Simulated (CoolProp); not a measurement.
R124 along the isobar 48.9 bar: fugacity coefficient from the reference equation and from simpler models built on Tc = 395.4 K, pc = 36.24 bar, ω = 0.288; each cubic takes its own stable root.

Computed with CoolProp (reference Helmholtz-energy equation of state, de Vries 1995).

| T (K) | phase | reference |
|---|---|---|
| 353.8 | liquid | 0.2904 |
| 362.7 | liquid | 0.3359 |
| 371.7 | liquid | 0.3844 |
| 380.6 | liquid | 0.4343 |
| 389.5 | liquid | 0.4854 |
| 398.5 | supercritical | 0.5368 |
| 407.4 | supercritical | 0.5854 |
| 416.4 | supercritical | 0.6272 |
| 425.3 | supercritical | 0.6591 |
| 434.2 | supercritical | 0.6859 |
| 443.2 | supercritical | 0.7095 |
| 452.1 | supercritical | 0.7303 |
| 461.1 | supercritical | 0.7493 |
| 470 | supercritical | 0.7663 |

Problem. How far does each simpler model (van der Waals, Redlich-Kwong, Soave-Redlich-Kwong) lie from the reference over these 14 states: mean and median of the absolute difference, and the worst?

Solution. 
- van der Waals: mean 10.9 %, median 3.0 %, worst +43.4 % at 353.8 K and 48.9 bar
- Redlich-Kwong: mean 4.7 %, median 2.4 %, worst +16.5 % at 353.8 K and 48.9 bar
- Soave-Redlich-Kwong: mean 2.3 %, median 1.7 %, worst +4.0 % at 353.8 K and 48.9 bar
